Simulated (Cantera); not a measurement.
**Equilibrium for nitride etching: Si3N4 + HF + H2**

Charge: 1 mol Si3N4, a varied amount of HF, 6.7 mol H2, at 575 °C and 0.110 bar.

Equilibrium computed with Cantera from the NASA thermochemical tables; the gas is ideal and each condensed phase is pure. Candidate condensed phases: Si, Si3N4; 37 gas species. Kinetics and transport are ignored.

```csv
n(HF) (mol),log p H2,log p SiF4,log p N2,log p HF,log p SiHF3,log p NH3,n Si3N4(s)
1.7,-1.00,-2.25,-2.42,-4.97,-5.22,-5.43,0.858
2,-1.00,-2.19,-2.37,-4.95,-5.19,-5.41,0.833
2.4,-1.01,-2.13,-2.31,-4.93,-5.16,-5.39,0.800
2.9,-1.02,-2.07,-2.25,-4.90,-5.13,-5.38,0.758
3.5,-1.03,-2.01,-2.19,-4.89,-5.10,-5.36,0.708
4.1,-1.04,-1.97,-2.14,-4.87,-5.08,-5.35,0.658
4.9,-1.05,-1.92,-2.10,-4.86,-5.05,-5.34,0.592
5.9,-1.06,-1.87,-2.05,-4.84,-5.03,-5.33,0.508
7,-1.07,-1.83,-2.01,-4.83,-5.01,-5.33,0.417
8.4,-1.08,-1.80,-1.97,-4.82,-5.00,-5.33,0.300
10,-1.09,-1.76,-1.94,-4.81,-4.98,-5.33,0.167
12,-1.10,-1.73,-1.91,-4.81,-4.97,-5.33,0
```
log p: log10 of the partial pressure in bar; n: condensed amount in mol.

From 1.7 mol HF to 10 mol HF the condensed part is Si3N4(s). At 12 mol HF nothing is condensed. The main Si-bearing gas is SiF4 throughout. The share of Si in condensed phases is highest at 1.7 mol HF (85.8 %) and lowest at 12 mol HF (0.0 %).
